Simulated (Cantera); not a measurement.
A perfectly stirred reactor is fed with 29.1 % H2, 12.1 % O2, 45.7 % N2, 13.1 % H2O, equivalence ratio 1.2, at 1650 Torr; it is adiabatic with a 625 K inlet, and is followed from long to short residence time, starting on the burning branch (τ in s: 0.072, 0.03, 0.012, 0.005, 0.002, 0.00084, 0.00034, 0.00014, 5.8e-05, 2.4e-05, 9.8e-06, 4e-06).

Cantera simulation using GRI-Mech 3.0 (53 species, 325 reactions); the numbers are that mechanism's predictions, not measurements. The hydrogen kinetics of GRI-Mech 3.0 are dated; newer H2 mechanisms differ, most at raised pressure.

Question: Predict: blow-out, bracketed by the residence times tried; x(H2) at τ = 72.0 ms; x(O2) at τ = 72.0 ms; x(H2O) at τ = 72.0 ms; x(NO) at τ = 72.0 ms; x(O) at τ = 72.0 ms; x(H2) at τ = 0.340 ms; x(O2) at τ = 0.340 ms; x(H2O) at τ = 0.340 ms; x(NO) at τ = 0.340 ms; x(O) at τ = 0.340 ms.

Answer: 
```
Property                                                                       Value
------------------------------------------------  ----------------------------------
blow-out, bracketed by the residence times tried  burning at 9.80 µs, out at 4.00 µs
x(H2) at τ = 72.0 ms                                                          0.0558
x(O2) at τ = 72.0 ms                                                        0.000204
x(H2O) at τ = 72.0 ms                                                          0.421
x(NO) at τ = 72.0 ms                                                        0.000271
x(O) at τ = 72.0 ms                                                          5.74e-5
x(H2) at τ = 0.340 ms                                                         0.0631
x(O2) at τ = 0.340 ms                                                        0.00436
x(H2O) at τ = 0.340 ms                                                         0.399
x(NO) at τ = 0.340 ms                                                        4.34e-5
x(O) at τ = 0.340 ms                                                         0.00127
```
